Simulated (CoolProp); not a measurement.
Oxygen along the isobar 200 bar: Z from the reference equation and from simpler models built on Tc = 154.6 K, pc = 50.46 bar, ω = 0.022; each cubic takes its own stable root.

Computed with CoolProp (reference Helmholtz-energy equation of state, Schmidt 1985).

```
T (K)          phase  reference  Redlich-Kwong  Soave-Redlich-Kwong
-----  -------------  ---------  -------------  -------------------
68.7          liquid     0.8828         0.8732               0.8832
84.6          liquid     0.7560         0.7455               0.7524
100.4         liquid     0.6745         0.6665               0.6708
116.3         liquid     0.6208         0.6177               0.6198
132.1         liquid     0.5881         0.5915               0.5921
147.9         liquid     0.5729         0.5846               0.5845
163.8  supercritical     0.5758         0.5966               0.5973
179.6  supercritical     0.5999         0.6280               0.6318
195.5  supercritical     0.6475         0.6766               0.6860
211.3  supercritical     0.7099         0.7332               0.7490
```
